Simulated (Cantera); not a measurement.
A Cantera script and what it prints.

```python
import numpy as np
import cantera as ct

gas_names = """
    OH O2 H
""".split()
cond_names = """
    BaO2H2(s) BaO2H2(L) Ba(cr) Ba(L) BaO(s) BaO(L)
""".split()


# ... load() reads the species with a 1 bar reference pressure and builds the phases ...
species = {s.name: s for s in load("nasa_gas.yaml", gas_names) + load("nasa_condensed.yaml", cond_names)}
# Each term lists the table entries of one substance; the one whose range holds T is used.
reactions = {
    'Ba(OH)2 = 2 OH(g) + Ba':
        [(-1, ['BaO2H2(s)', 'BaO2H2(L)']), (2, ['OH']), (1, ['Ba(cr)', 'Ba(L)'])],
    'O2(g) + 4 H(g) + 2 BaO = 2 Ba(OH)2':
        [(-1, ['O2']), (-4, ['H']), (-2, ['BaO(s)', 'BaO(L)']), (2, ['BaO2H2(s)', 'BaO2H2(L)'])],
}


def pick(names, T):
    return next(species[n] for n in names if species[n].thermo.min_temp <= T <= species[n].thermo.max_temp)


results = []
for label, terms in reactions.items():
    print(label)
    print("     T/K   dH/kJ  dS/(J/K)   dG/kJ   log10 K")
    for T in [650, 750, 850, 950, 1050, 1150, 1250, 1350, 1450, 1550, 1650]:
        used = [(nu, pick(names, T)) for nu, names in terms]
        dH = sum(nu * s.thermo.h(T) for nu, s in used) / 1e6
        dS = sum(nu * s.thermo.s(T) for nu, s in used) / 1e3
        dG = dH - T * dS / 1e3
        logK = -dG * 1e6 / (ct.gas_constant * T * np.log(10))
        results.append((label, T, dH, dS, dG, logK, [s.name for _, s in used]))
        print(f"{T:8g} {dH:8.1f} {dS:8.1f} {dG:8.1f} {logK:8.2f}")
```

Output:

```
Ba(OH)2 = 2 OH(g) + Ba
     T/K   dH/kJ  dS/(J/K)   dG/kJ   log10 K
     650   1015.9    303.5    818.7   -65.79
     750    995.0    272.9    790.3   -55.04
     850    990.6    267.4    763.3   -46.91
     950    986.3    262.7    736.8   -40.51
    1050    990.2    266.5    710.4   -35.34
    1150    986.4    263.0    683.9   -31.06
    1250    982.6    259.9    657.7   -27.48
    1350    978.9    257.1    631.9   -24.45
    1450    975.3    254.5    606.3   -21.84
    1550    971.8    252.2    581.0   -19.58
    1650    968.4    250.0    555.9   -17.60
O2(g) + 4 H(g) + 2 BaO = 2 Ba(OH)2
     T/K   dH/kJ  dS/(J/K)   dG/kJ   log10 K
     650  -1662.8   -583.0  -1283.9   103.17
     750  -1624.6   -527.1  -1229.2    85.61
     850  -1619.2   -520.3  -1176.9    72.32
     950  -1614.0   -514.6  -1125.1    61.86
    1050  -1609.0   -509.6  -1073.9    53.42
    1150  -1604.2   -505.2  -1023.2    46.47
    1250  -1599.6   -501.4   -972.9    40.65
    1350  -1595.2   -498.0   -922.9    35.71
    1450  -1591.0   -495.0   -873.3    31.46
    1550  -1586.9   -492.3   -823.9    27.76
    1650  -1583.0   -489.9   -774.8    24.53
```

Source: NASA polynomial tables (part measured, part estimated), evaluated in Cantera. Condensed species are held in their standard states even where they would react or evaporate.
